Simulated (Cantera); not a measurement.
Standard-state values (1 bar) from the NASA 1993 polynomials, evaluated with Cantera. Values are per mole of reaction as written; species without (g) are pure solids or liquids, kept so even where they would boil at 1 bar.

V + 2 NO2(g) → VO2(g) + 2 NO(g), with ΔH° = -118.5 kJ and ΔS° = 177.5 J/K at 300 K.

**Question.** How far is the shortcut ΔG° ≈ ΔH°(300 K) − T·ΔS°(300 K) from the full temperature-dependent value at 400, 500, 600, 700, 800, 900, 1000, 1100, 1200 K?

**Answer.** 
```json
[
 {"T (K)": "400", "shortcut (kJ)": "-189.5", "full (kJ)": "-189.5", "difference (kJ)": "0.0", "difference in log10 K": "-0.01"},
 {"T (K)": "500", "shortcut (kJ)": "-207.2", "full (kJ)": "-207.3", "difference (kJ)": "0.1", "difference in log10 K": "-0.01"},
 {"T (K)": "600", "shortcut (kJ)": "-225.0", "full (kJ)": "-225.1", "difference (kJ)": "0.1", "difference in log10 K": "-0.01"},
 {"T (K)": "700", "shortcut (kJ)": "-242.7", "full (kJ)": "-242.8", "difference (kJ)": "0.0", "difference in log10 K": "0.00"},
 {"T (K)": "800", "shortcut (kJ)": "-260.5", "full (kJ)": "-260.3", "difference (kJ)": "-0.2", "difference in log10 K": "0.01"},
 {"T (K)": "900", "shortcut (kJ)": "-278.2", "full (kJ)": "-277.7", "difference (kJ)": "-0.5", "difference in log10 K": "0.03"},
 {"T (K)": "1000", "shortcut (kJ)": "-296.0", "full (kJ)": "-295.1", "difference (kJ)": "-0.9", "difference in log10 K": "0.05"},
 {"T (K)": "1100", "shortcut (kJ)": "-313.7", "full (kJ)": "-312.2", "difference (kJ)": "-1.5", "difference in log10 K": "0.07"},
 {"T (K)": "1200", "shortcut (kJ)": "-331.5", "full (kJ)": "-329.3", "difference (kJ)": "-2.2", "difference in log10 K": "0.09"}
]
```
The shortcut ignores the heat-capacity change of the reaction.
